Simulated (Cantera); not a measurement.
Standard-state values (1 bar) from the NASA 1993 polynomials, evaluated with Cantera. Values are per mole of reaction as written; species without (g) are pure solids or liquids, kept so even where they would boil at 1 bar.

Task: Between 300 and 2700 K, where is each reaction favourable under standard conditions?
- 3 TiO2 + Ti → 2 Ti2O3
- 2 Ti3O5 → 3 Ti2O3 + O(g)

Result: 
- 3 TiO2 + Ti → 2 Ti2O3: ΔG° is -199 kJ at 300 K and -239 kJ at 2700 K; it stays negative (K > 1). ΔH° is -175 kJ and ΔS° 24 J/K at 2700 K.
- 2 Ti3O5 → 3 Ti2O3 + O(g): ΔG° is 565 kJ at 300 K and 287 kJ at 2700 K; it stays positive (K < 1). ΔH° is 553 kJ and ΔS° 99 J/K at 2700 K.
